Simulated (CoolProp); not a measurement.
Saturation properties of n-decane (Tc = 344.5 °C, pc = 2.101 MPa, ω = 0.488).

Values from CoolProp's reference Helmholtz-energy equation of state, Lemmon 2006. It is a short technical equation, of lower accuracy than the large ones.

```
T (°C)   p (MPa)  vapour density (kg/m³)  enthalpy of vaporisation (kJ/kg)  vapour viscosity (µPa s)
------  --------  ----------------------  --------------------------------  ------------------------
96.25   0.008227                  0.3852                             322.1                      6.46
112.15   0.01523                  0.6879                             313.3                      6.72
128.05   0.02656                   1.161                             304.3                      6.98
143.85   0.04380                   1.863                             295.1                      7.23
159.75   0.06928                   2.879                             285.5                      7.48
175.65    0.1053                   4.297                             275.4                      7.74
191.55    0.1547                   6.230                             264.8                      8.00
207.35    0.2200                   8.799                             253.5                      8.26
223.25    0.3054                   12.21                             241.3                      8.55
239.15    0.4143                   16.69                             228.0                      8.88
```

It boils at 174.1 °C under 1 atm.

Viscosity comes from a separate model (Huber 2004).
